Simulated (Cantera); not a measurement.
Cantera with NASA thermochemical tables; ideal gases at 1 bar, condensed phases pure. Values are per mole of reaction as written; species without (g) are pure solids or liquids, kept so even where they would boil at 1 bar.

2 NH3(g) + 3 BaBr2 → 6 HBr(g) + 2 N(g) + 3 Ba, with ΔH° = 3091.8 kJ and ΔS° = 854.7 J/K at 300 K.

Task: How far is the shortcut ΔG° ≈ ΔH°(300 K) − T·ΔS°(300 K) from the full temperature-dependent value at 1525, 1725, 1925, 2125, 2325, 2525 K?

Result: 
```json
[
 {"T (K)": "1525", "shortcut (kJ)": "1788.4", "full (kJ)": "1834.0", "difference (kJ)": "-45.7", "difference in log10 K": "1.56", "condensed phases": "BaBr2(l), Ba(l)"},
 {"T (K)": "1725", "shortcut (kJ)": "1617.4", "full (kJ)": "1686.0", "difference (kJ)": "-68.6", "difference in log10 K": "2.08", "condensed phases": "BaBr2(l), Ba(l)"},
 {"T (K)": "1925", "shortcut (kJ)": "1446.5", "full (kJ)": "1539.8", "difference (kJ)": "-93.3", "difference in log10 K": "2.53", "condensed phases": "BaBr2(l), Ba(l)"},
 {"T (K)": "2125", "shortcut (kJ)": "1275.5", "full (kJ)": "1395.2", "difference (kJ)": "-119.7", "difference in log10 K": "2.94", "condensed phases": "BaBr2(l), Ba(l)"},
 {"T (K)": "2325", "shortcut (kJ)": "1104.6", "full (kJ)": "1252.2", "difference (kJ)": "-147.6", "difference in log10 K": "3.32", "condensed phases": "BaBr2(l), Ba(l)"},
 {"T (K)": "2525", "shortcut (kJ)": "933.6", "full (kJ)": "1110.6", "difference (kJ)": "-176.9", "difference in log10 K": "3.66", "condensed phases": "BaBr2(l), Ba(l)"}
]
```
The shortcut ignores heat capacities and the phase changes listed.
